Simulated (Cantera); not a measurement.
An isothermal, constant-pressure homogeneous reactor starts with CH4 : CO2 : H2 = 1 : 1.6 : 1.2 (molar parts), at 1598 K and 34000 Pa. Integrator tolerance rtol = 1e-08.

Detailed kinetics in Cantera: GRI-Mech 3.0 (53 species, 325 reactions).

Task: What does this change do: temperature 1598 to 1300 K?

Result: 
| quantity | before | after |
|---|---|---|
| x(CH4) at 90.0 s | 0.000887 (gas-phase equilibrium 9.25e-8) | 0.180 (gas-phase equilibrium 5.40e-6) |
| x(CO2) at 90.0 s | 0.0242 (gas-phase equilibrium 0.0239) | 0.196 (gas-phase equilibrium 0.0339) |
| x(H2) at 90.0 s | 0.470 (gas-phase equilibrium 0.472) | 0.193 (gas-phase equilibrium 0.482) |
| x(H) at 90.0 s | 6.27e-5 (gas-phase equilibrium 6.32e-5) | 4.78e-7 (gas-phase equilibrium 1.33e-6) |
| x(OH) at 90.0 s | 4.18e-7 (gas-phase equilibrium 4.14e-7) | 6.63e-9 (gas-phase equilibrium 2.50e-9) |
| x(C2H6) at 90.0 s | 5.39e-9 (gas-phase equilibrium <1e-12) | 5.20e-5 (gas-phase equilibrium <1e-12) |
| x(CH2O) at 90.0 s | 3.26e-8 (gas-phase equilibrium 2.93e-8) | 1.18e-7 (gas-phase equilibrium 3.18e-8) |
